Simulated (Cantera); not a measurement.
Input (Python, Cantera) and output of one run.

```python
import numpy as np
import cantera as ct

gas_names = """
    CL CL2 H HCL H2 Si SiCL SiCL2 SiCL3 SiCL4 SiH SiHCL3 SiH2 SiH2CL2 SiH3 SiH3CL SiH4 Si2 Si3
""".split()
cond_names = """
    Si(cr) Si(L)
""".split()


def load(file, names, dense=False):
    # The tables refer to 1 bar. Condensed volumes are neglected.
    table = {s.name: s for s in ct.Species.list_from_file(file)}
    out = []
    for n in names:
        d = dict(table[n].input_data)
        d["thermo"] = dict(d["thermo"], **{"reference-pressure": 1e5})
        if dense:
            d["equation-of-state"] = {"model": "constant-volume", "density": "1e6 g/cm^3"}
        out.append(ct.Species.from_dict(d))
    return out


gas = ct.Solution(thermo="ideal-gas", species=load("nasa_gas.yaml", gas_names))
cond = {s.name: ct.Solution(thermo="fixed-stoichiometry", species=[s], name=s.name)
        for s in load("nasa_condensed.yaml", cond_names, dense=True)}
atoms = {
    'SiCl4': {'Si': 1, 'CL': 4},
    'HCl': {'H': 1, 'CL': 1},
    'H2': {'H': 2},
}
top_T = {}  # K; cautious upper limits of use, not melting points


def equilibrate(T, P, feed):
    n = {}
    for name, mol in feed.items():
        for a, k in atoms[name].items():
            n[a] = n.get(a, 0.0) + k * mol
    gas.TPX = T, P, n
    mass = sum(n.values()) * gas.mean_molecular_weight
    gas.equilibrate("TP")
    valid = [c for c in cond.values() if c.min_temp <= T <= top_T.get(c.name, c.max_temp)]
    mix = ct.Mixture([(gas, mass / gas.mean_molecular_weight)] + [(c, 0.0) for c in valid])
    mix.T, mix.P = T, P
    mix.equilibrate("TP", solver="vcs", rtol=1e-11, max_steps=5000)
    return mix


results = []
feed = {'SiCl4': 1, 'HCl': 2.4, 'H2': 350}  # mol
T = 923.15  # K
for P in [100, 350, 1300, 4500, 16000, 56000, 200000]:
    mix = equilibrate(T, P, feed)
    results.append((T, P, feed, dict(zip(mix.species_names, mix.species_moles))))

top = {s: max(r[3][s] / sum(r[3][g] for g in gas_names) for r in results) for s in gas_names}
cols = sorted((s for s in top if top[s] > 0.0001), key=lambda s: -top[s])[:9]
seen = [c for c in cond_names if any(r[3].get(c, 0) > 1e-12 for r in results)]
print("log10 of partial pressures in bar; condensed amounts in mol")
print(f"{'P/Pa':>10s}" + "".join(f"{s[:9]:>10s}" for s in cols + seen))
for T, P, feed, n in results:
    ng = sum(n[g] for g in gas_names)
    print(f"{P:10.4g}" + "".join(f"{np.log10(max(n[s] / ng * P / 1e5, 1e-99)):10.3f}" for s in cols)
          + "".join(f"{n.get(c, 0):10.4g}" for c in seen))
```

It prints:

```
log10 of partial pressures in bar; condensed amounts in mol
      P/Pa        H2       HCL     SiCL4    SiHCL3     SiCL2    Si(cr)
       100    -3.006    -4.951    -5.896    -6.398    -6.739    0.3129
       350    -2.461    -4.512    -5.227    -5.623    -6.405   0.08666
      1300    -1.891    -3.992    -4.615    -4.961    -6.262         0
      4500    -1.351    -3.456    -4.069    -4.412    -6.249         0
   1.6e+04    -0.801    -2.906    -3.516    -3.857    -6.244         0
   5.6e+04    -0.256    -2.362    -2.970    -3.312    -6.242         0
     2e+05     0.296    -1.810    -2.417    -2.758    -6.241         0
```

These are equilibrium values from Cantera (NASA tables, ideal gas, pure condensed phases), not measurements of a reactor. The tables' values for SiCl3 are old estimates; treat these amounts as uncertain.
